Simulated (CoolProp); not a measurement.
Saturated liquid density (kg/m³) of n-decane: the reference equation beside estimates from Tc = 344.5 °C, pc = 21.01 bar, ω = 0.488. Rackett uses Z = 0.29056 − 0.08775 ω.

Computed with CoolProp (reference Helmholtz-energy equation of state, Lemmon 2006). It is a short technical equation, of lower accuracy than the large ones.

```
T (°C)  reference  Rackett  van der Waals  Redlich-Kwong  Soave-Redlich-Kwong  Peng-Robinson
------  ---------  -------  -------------  -------------  -------------------  -------------
134.95      638.4    654.9          343.3          501.1                537.2          606.6
147.15      628.0    643.6          337.8          491.6                528.6          597.2
159.35      617.3    632.0          332.2          481.6                519.5          587.3
171.55      606.3    620.0          326.4          471.3                509.8          576.7
183.75      594.9    607.7          320.3          460.4                499.4          565.4
195.95      583.2    595.0          314.0          449.1                488.4          553.3
208.15      571.0    581.8          307.4          437.2                476.7          540.3
220.45      558.2    567.9          300.4          424.6                464.0          526.1
232.65      544.8    553.5          293.0          411.3                450.4          510.9
244.85      530.6    538.3          285.3          397.3                435.7          494.4
257.05      515.4    522.2          277.0          382.4                419.8          476.3
269.25      498.9    505.0          268.1          366.4                402.3          456.4
281.45      480.8    486.3          258.4          349.1                383.0          434.2
```

Absolute difference from the reference over all 13 rows, mean and median: Rackett 1.9 and 1.9 %, van der Waals 46.2 and 46.2 %, Redlich-Kwong 23.8 and 23.4 %, Soave-Redlich-Kwong 17.1 and 16.5 %, Peng-Robinson 6.1 and 5.4 %.
